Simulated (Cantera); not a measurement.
Charge: 1 mol AlCl3, 8.3 mol N2, 82 mol H2, equilibrated at 1525 °C and 0.000400 bar.

Equilibrium computed with Cantera from the NASA thermochemical tables; the gas is ideal and each condensed phase is pure. Candidate condensed phases: Al, AlCl3, AlN, NH4Cl; 20 gas species. The tables' values for AlCl2 are old estimates; treat these amounts as uncertain. Equilibrium is a limit: real reactors are often held back by kinetics, nucleation or transport.

Base state: H2 0.862, N2 0.0892, HCl 0.0212, H 0.0163, AlCl 0.0106, Cl 0.000308, Al 9.96e-5, AlCl2 4.99e-5 (mole fractions); condensed: gas only.

### Question
What changes in the equilibrium state with this change: temperature from 1525 °C to 750 °C?

### Answer
```json
[
 {"species": "H2", "before": "0.862", "after": "0.883"},
 {"species": "N2", "before": "0.0892", "after": "0.0860"},
 {"species": "HCl", "before": "0.0212", "after": "0.0294"},
 {"species": "H", "before": "0.0163", "after": "1.95e-7"},
 {"species": "AlCl", "before": "0.0106", "after": "3.46e-7"},
 {"species": "AlCl3", "before": "7.25e-7", "after": "0.00115"},
 {"species": "Al", "before": "9.96e-5", "after": "<1e-9"},
 {"species": "Cl", "before": "0.000308", "after": "5.97e-9"},
 {"species": "AlCl2", "before": "4.99e-5", "after": "1.88e-6"},
 {"species": "AlN(s), mol", "before": "0", "after": "0.895"}
]
```

### Question
What changes in the equilibrium state with this change: pressure from 0.000400 bar to 0.0180 bar?

### Answer
```csv
species,before,after
H2,0.862,0.876
N2,0.0892,0.0898
HCl,0.0212,0.0212
H,0.0163,0.00246
AlCl,0.0106,0.0104
AlCl3,7.25e-7,3.17e-5
Cl,0.000308,4.56e-5
Al,9.96e-5,1.48e-5
AlCl2,4.99e-5,0.000328
```
